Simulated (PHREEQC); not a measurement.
Dissolve 0.0041 mol/kgw NiCl2 and 0.00062 mol/kgw HCl at 20 °C. Closed to the air; pH follows from the charge balance.

Computed with PHREEQC (ion-association model, wateq4f.dat).

```csv
quantity,before,after
pH,3.25,3.26
NiCl+ (mol/kgw),5.63e-5,5.31e-5
NiCl2 (mol/kgw),1.42e-6,1.30e-6
NiOH+ (mol/kgw),4.94e-10,1.79e-8
```

Task: What was changed between the two runs?
A) temperature from 20 to 75 °C
B) temperature from 20 to 80 °C
C) HCl left out
D) HCl from 0.00062 to 0.0062 mol/kgw

Result: B, temperature from 20 to 80 °C

Precipitation was switched off in this run. Away from 25 °C the constants follow the database's enthalpies or fits; those with neither stay at their 25 °C values.
